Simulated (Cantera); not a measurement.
Cantera run, input and output.

```python
import numpy as np
import cantera as ct

gas = ct.Solution("h2o2.yaml")
gas.TPX = 1100, 240, {'H2': 0.41, 'O2': 1, 'N2': 1.7}
reactor = ct.IdealGasConstPressureReactor(gas, energy="off", clone=False)
net = ct.ReactorNet([reactor])
net.rtol, net.atol = 1e-08, 1e-18
show = ['H2', 'O2', 'H2O2', 'HO2', 'OH', 'H']
times = np.geomspace(6e-05, 50, 13)

steps = ct.SolutionArray(gas, extra=["t"])
rows = []
print(f"{'t/s':>10s}{'T/K':>9s}{'P/Pa':>11s}" + "".join(f"{s:>11s}" for s in show))
for t in times:
    while net.time < t:
        t_next = net.step()
        steps.append(gas.state, t=t_next)
    rows.append([np.interp(t, steps.t, y) for y in (steps.T, steps.P, *steps(*show).X.T)])
    print(f"{t:10.3e}{rows[-1][0]:9.1f}{rows[-1][1]:11.4g}" + "".join(f"{x:11.3e}" for x in rows[-1][2:]))
rate = np.gradient(steps.T, steps.t)
print("integrator steps:", len(steps.t))
if steps.T.max() > steps.T[0] + 200:
    print(f"time of steepest temperature rise: {steps.t[rate.argmax()]:.4e} s")
gas.TPX = 1100, 240, {'H2': 0.41, 'O2': 1, 'N2': 1.7}
gas.equilibrate("TP")
print(f"equilibrium (TP): T = {gas.T:.1f} K  " + "  ".join(f"{s} {gas[s].X[0]:.3e}" for s in show))
```

Result:

```
       t/s      T/K       P/Pa         H2         O2       H2O2        HO2         OH          H
 6.000e-05   1100.0        240  1.318e-01  3.215e-01  1.192e-15  5.328e-11  1.204e-12  5.214e-11
 1.869e-04   1100.0        240  1.318e-01  3.215e-01  1.157e-14  1.659e-10  9.578e-12  1.582e-10
 5.820e-04   1100.0        240  1.318e-01  3.215e-01  1.121e-13  5.169e-10  6.173e-11  5.041e-10
 1.813e-03   1100.0        240  1.318e-01  3.215e-01  1.086e-12  1.610e-09  4.324e-10  2.457e-09
 5.646e-03   1100.0        240  1.318e-01  3.215e-01  1.055e-11  5.085e-09  1.428e-08  7.404e-08
 1.759e-02   1100.0        240  1.286e-01  3.199e-01  1.013e-09  3.607e-07  3.047e-04  1.608e-03
 5.477e-02   1100.0        240  6.749e-03  2.563e-01  1.574e-08  5.851e-07  3.639e-03  5.592e-02
 1.706e-01   1100.0        240  6.187e-03  2.586e-01  1.772e-08  6.059e-07  3.500e-03  4.601e-02
 5.313e-01   1100.0        240  4.434e-03  2.638e-01  2.352e-08  6.448e-07  2.990e-03  2.444e-02
 1.655e+00   1100.0        240  1.361e-03  2.706e-01  3.450e-08  6.078e-07  1.671e-03  3.665e-03
 5.154e+00   1100.0        240  1.221e-04  2.733e-01  2.667e-08  2.809e-07  5.003e-04  9.524e-05
 1.605e+01   1100.0        240  1.060e-05  2.736e-01  9.193e-09  5.180e-08  1.479e-04  2.449e-06
 5.000e+01   1100.0        240  1.597e-06  2.736e-01  2.869e-09  9.760e-09  5.761e-05  1.446e-07
integrator steps: 1902
equilibrium (TP): T = 1100.0 K  H2 7.305e-09  O2 2.737e-01  H2O2 3.268e-11  HO2 1.279e-09  OH 3.912e-06  H 4.540e-11
```

Model: the H2/O2 subset of GRI-Mech 3.0, which has no nitrogen chemistry, integrated in Cantera. Radical loss at walls, strong at low pressure, is not modelled. The temperature is held fixed by assumption; the heat of reaction is taken as removed at once.
